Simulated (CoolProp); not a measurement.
A single-stage vapour-compression cycle with neopentane: evaporating at 326.15 K (dew point), condensing at 391.15 K (bubble point), superheat 10 K, subcooling 0 K, compressor efficiency 0.65, no pressure losses. Each further row changes one setting.

The numbers come from the reference Helmholtz-energy equation of state, Lemmon 2006 in CoolProp. It is a short technical equation, of lower accuracy than the large ones.

```
case                              cooling COP  pressure ratio  discharge temperature (K)  refrigerating effect (kJ/kg)  volumetric capacity (kJ/m³)
--------------------------------  -----------  --------------  -------------------------  ----------------------------  ---------------------------
as stated                                1.70            4.08                      391.1                           119                         1310
evaporating temperature 331.15 K         1.98            3.59                      391.1                           127                         1590
condensing temperature 386.15 K          2.03            3.72                      386.2                           134                         1480
subcooling 5 K                           1.92            4.08                      391.1                           134                         1490
superheat 20 K                           1.86            4.08                      398.3                           139                         1470
compressor efficiency 0.55               1.44            4.08                      393.9                           119                         1310
```

The compression ends wet for: as stated; evaporating temperature 331.15 K; condensing temperature 386.15 K; subcooling 5 K.
